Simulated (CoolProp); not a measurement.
Properties of R123 at several states.

Computed with CoolProp (reference Helmholtz-energy equation of state, Younglove 1994). It is a modified Benedict-Webb-Rubin equation, recast in Helmholtz form.

| T (K) | p (MPa) | phase | density (kg/m³) | Joule-Thomson coefficient (K/MPa) | viscosity (µPa s) | conductivity (mW/(m K)) | fugacity coefficient |
|---|---|---|---|---|---|---|---|
| 214.3 | 0.356 | liquid | 1663 | -0.4591 | 1360 | 102 | 0.002536 |
| 238 | 0.303 | liquid | 1609 | -0.4316 | 918 | 94.7 | 0.01634 |
| 211.8 | 2.48 | liquid | 1671 | -0.4633 | 1460 | 103 | 0.0003306 |
| 339.3 | 0.0313 | gas | 1.711 | 24.27 | 12.3 | 11.6 | 0.9917 |
| 289 | 1.92 | liquid | 1492 | -0.3487 | 476 | 79.7 | 0.03512 |
| 256.8 | 4.31 | liquid | 1573 | -0.4120 | 734 | 90.1 | 0.004078 |

Viscosity comes from a separate model (Tanaka 1996). Thermal conductivity comes from a separate model (Laesecke 1996).
